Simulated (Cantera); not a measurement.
Cantera run, input and output.

```python
import numpy as np
import cantera as ct

gas = ct.Solution("gri30.yaml")
gas.TPX = 1198, 72000, {'H2': 0.89, 'O2': 1, 'N2': 14}
reactor = ct.IdealGasConstPressureReactor(gas, energy="off", clone=False)
net = ct.ReactorNet([reactor])
net.rtol, net.atol = 1e-08, 1e-18
show = ['H2', 'O2', 'NO', 'H2O2', 'OH', 'NO2', 'O']
times = np.geomspace(0.0006, 4, 9)

steps = ct.SolutionArray(gas, extra=["t"])
rows = []
print(f"{'t/s':>10s}{'T/K':>9s}{'P/Pa':>11s}" + "".join(f"{s:>11s}" for s in show))
for t in times:
    while net.time < t:
        t_next = net.step()
        steps.append(gas.state, t=t_next)
    rows.append([np.interp(t, steps.t, y) for y in (steps.T, steps.P, *steps(*show).X.T)])
    print(f"{t:10.3e}{rows[-1][0]:9.1f}{rows[-1][1]:11.4g}" + "".join(f"{x:11.3e}" for x in rows[-1][2:]))
rate = np.gradient(steps.T, steps.t)
print("integrator steps:", len(steps.t))
if steps.T.max() > steps.T[0] + 200:
    print(f"time of steepest temperature rise: {steps.t[rate.argmax()]:.4e} s")
gas.TPX = 1198, 72000, {'H2': 0.89, 'O2': 1, 'N2': 14}
gas.equilibrate("TP")
print(f"equilibrium (TP): T = {gas.T:.1f} K  " + "  ".join(f"{s} {gas[s].X[0]:.3e}" for s in show))
```

It prints:

```
       t/s      T/K       P/Pa         H2         O2         NO       H2O2         OH        NO2          O
 6.000e-04   1198.0    7.2e+04  6.957e-04  3.599e-02  3.493e-06  1.614e-06  4.615e-04  4.298e-09  4.233e-04
 1.804e-03   1198.0    7.2e+04  6.433e-05  3.592e-02  3.477e-06  4.212e-07  1.105e-04  3.384e-08  3.005e-05
 5.422e-03   1198.0    7.2e+04  6.597e-06  3.592e-02  3.446e-06  9.417e-08  4.050e-05  6.568e-08  3.723e-06
 1.630e-02   1198.0    7.2e+04  7.704e-07  3.593e-02  3.450e-06  2.283e-08  1.779e-05  6.172e-08  6.977e-07
 4.899e-02   1198.0    7.2e+04  1.431e-07  3.593e-02  3.472e-06  6.342e-09  8.877e-06  4.031e-08  1.746e-07
 1.473e-01   1198.0    7.2e+04  3.800e-08  3.593e-02  3.489e-06  1.972e-09  4.813e-06  2.307e-08  5.165e-08
 4.427e-01   1198.0    7.2e+04  1.236e-08  3.593e-02  3.496e-06  6.778e-10  2.776e-06  1.604e-08  1.727e-08
 1.331e+00   1198.0    7.2e+04  5.652e-09  3.593e-02  3.494e-06  2.986e-10  1.822e-06  1.777e-08  7.467e-09
 4.000e+00   1198.0    7.2e+04  4.507e-09  3.593e-02  3.492e-06  2.258e-10  1.577e-06  2.045e-08  5.600e-09
integrator steps: 1592
equilibrium (TP): T = 1198.0 K  H2 4.398e-09  O2 3.589e-02  NO 8.586e-05  H2O2 2.180e-10  OH 1.548e-06  NO2 5.122e-07  O 5.398e-09
```

Model: GRI-Mech 3.0 (53 species, 325 reactions), integrated in Cantera. The temperature is held fixed by assumption; the heat of reaction is taken as removed at once.
